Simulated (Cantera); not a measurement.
A perfectly stirred reactor is fed with 0.187 % CH4, 93.5 % H2, 1.31 % O2, 4.96 % H2O, equivalence ratio 36, at 180 Torr; it is held at 2898 K, and followed from long to short residence time.

Detailed kinetics in Cantera: GRI-Mech 3.0 (53 species, 325 reactions).

One state of this run: x CH4 = 6.75e-5; x H2 = 0.860; x O2 = 5.93e-5; x CO2 = 1.82e-5; x H2O2 = 4.82e-9; x HO2 = 4.15e-8; x C2H4 = 2.13e-8. x: mole fraction; the columns are a selection and need not sum to one.

Task: Which value of τ (s) does it belong to?
A) 0.00051
B) 0.040
C) 0.00017
D) 0.36

Result: A, 0.00051
